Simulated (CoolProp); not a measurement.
500 sccm (0 °C, 1 atm) of nitrogen bubbles through liquid octamethyltrisiloxane (MDM) at 326.3 K and leaves saturated at a total pressure of 0.0335 MPa (ideal gas phase). Each further row changes one setting.

Computed with CoolProp (reference Helmholtz-energy equation of state, Thol 2017).

| case | vapour pressure (kPa) | mole fraction of vapour | delivery (mg/min) | delivery (sccm) | change of delivery for a bath 1 K warmer (%) |
|---|---|---|---|---|---|
| as stated | 2.58 | [?] | 440 | [?] | 5.8 |
| bath temperature 331.3 K | 3.33 | 0.0993 | 582 | 55.1 | [?] |
| total pressure 0.067 MPa | 2.58 | 0.0385 | 211 | 20.0 | 5.5 |

**Question.** Fill in the missing entries.

**Answer.** 
- as stated, mole fraction of vapour: 0.0770
- as stated, delivery (sccm): 41.7
- bath temperature 331.3 K, change of delivery for a bath 1 K warmer (%): 5.7
